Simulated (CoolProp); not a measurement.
A single-stage vapour-compression cycle with sulfur dioxide: evaporating at 221.15 K (dew point), condensing at 270.15 K (bubble point), superheat 10 K, subcooling 8 K, compressor efficiency 0.8, no pressure losses. Each further row changes one setting.

Values from CoolProp's reference Helmholtz-energy equation of state, Gao 2016.

| case | cooling COP | pressure ratio | discharge temperature (K) | refrigerating effect (kJ/kg) | volumetric capacity (kJ/m³) |
|---|---|---|---|---|---|
| as stated | 2.89 | 13.6 | 434.5 | 375 | 127 |
| evaporating temperature 226.15 K | 3.39 | 9.78 | 412.3 | 378 | 174 |
| condensing temperature 265.15 K | 3.28 | 11.0 | 414.9 | 382 | 129 |
| subcooling 13 K | 2.94 | 13.6 | 434.5 | 382 | 129 |
| superheat 20 K | 2.82 | 13.6 | 450.4 | 381 | 124 |
| compressor efficiency 0.7 | 2.53 | 13.6 | 460.7 | 375 | 127 |
